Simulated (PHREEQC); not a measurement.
Consider water at 35 °C with 0.22 mol/kgw HCl, 0.058 mol/kgw Al2(SO4)3 and 0.043 mol/kgw Na2SO4. Closed to the air; pH follows from the charge balance.

The numbers come from PHREEQC with the ion-association model, wateq4f.dat.

Precipitation was switched off in this run.

**Question.** Predict the pH, ionic strength, activity of water.

**Answer.** pH 1.01; ionic strength 0.494 mol/kgw; activity of water 0.989.

**Question.** In which forms is Na present?

**Answer.** Na+ 97 %, NaSO4- 2.7 % of the Na.
